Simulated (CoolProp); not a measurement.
Vapour-liquid equilibrium of R113 (1) + n-heptane (2) at 448.1 K; x and y are mole fractions of (1).

The numbers come from the multi-fluid Helmholtz-energy mixture model, Marx 1992 and Span 2003; pair parameters Bell 2016 in CoolProp.

### Question
Give the bubble pressure and the first vapour's composition at x = 0.5, 0.65, 0.95. Is there an azeotrope?

### Answer
x = 0.5: 12.58 bar, y = 0.685; x = 0.65: 14.39 bar, y = 0.789; x = 0.95: 18.06 bar, y = 0.970. No azeotrope shows between x = 0.05 and 0.95.

The pair parameters rest on a limited set of measurements; away from them the model extrapolates.
